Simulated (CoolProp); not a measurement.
A single-stage vapour-compression cycle with R134a: evaporating at 275.15 K (dew point), condensing at 306.15 K (bubble point), superheat 8 K, subcooling 0 K, compressor efficiency 0.85, no pressure losses. Each further row changes one setting.

Values from CoolProp's reference Helmholtz-energy equation of state, Tillner-Roth 1994.

| case | cooling COP | pressure ratio | discharge temperature (K) | refrigerating effect (kJ/kg) | volumetric capacity (kJ/m³) |
|---|---|---|---|---|---|
| as stated | 6.44 | 2.67 | 321.1 | 161 | 2390 |
| evaporating temperature 280.15 K | … | 2.24 | 319.7 | … | 2880 |
| condensing temperature 301.15 K | … | … | … | 168 | 2500 |
| subcooling 5 K | 6.73 | 2.67 | 321.1 | 168 | 2500 |
| superheat 18 K | 6.47 | 2.67 | 331.0 | … | 2410 |
| compressor efficiency 0.75 | 5.68 | 2.67 | … | 161 | 2390 |

Complete the blanks.


- evaporating temperature 280.15 K, cooling COP: 7.98
- evaporating temperature 280.15 K, refrigerating effect (kJ/kg): 164
- condensing temperature 301.15 K, cooling COP: 7.90
- condensing temperature 301.15 K, pressure ratio: 2.31
- condensing temperature 301.15 K, discharge temperature (K): 315.2
- superheat 18 K, refrigerating effect (kJ/kg): 170
- compressor efficiency 0.75, discharge temperature (K): 324.3
